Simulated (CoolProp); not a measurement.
Saturation properties of methane (Tc = 190.6 K, pc = 4.599 MPa, ω = 0.011).

Computed with CoolProp (reference Helmholtz-energy equation of state, Setzmann 1991).

| T (K) | p (MPa) | vapour density (kg/m³) |
|---|---|---|
| 100.6 | 0.03658 | 0.7141 |
| 108.1 | … | … |
| 115.6 | 0.1385 | 2.420 |
| 123.1 | … | … |
| 130.6 | 0.3807 | 6.185 |
| 138.1 | … | 9.225 |
| 145.6 | … | … |
| 153.1 | 1.193 | 18.77 |
| 160.6 | 1.631 | … |
| 168.1 | 2.173 | 35.91 |

Problem. Some entries are withheld; supply them.

Solution. 
- 108.1, p (MPa): 0.07476
- 108.1, vapour density (kg/m³): 1.374
- 123.1, p (MPa): 0.2370
- 123.1, vapour density (kg/m³): 3.975
- 138.1, p (MPa): 0.5804
- 145.6, p (MPa): 0.8473
- 145.6, vapour density (kg/m³): 13.32
- 160.6, vapour density (kg/m³): 26.05

It boils at 111.7 K under 1 atm.
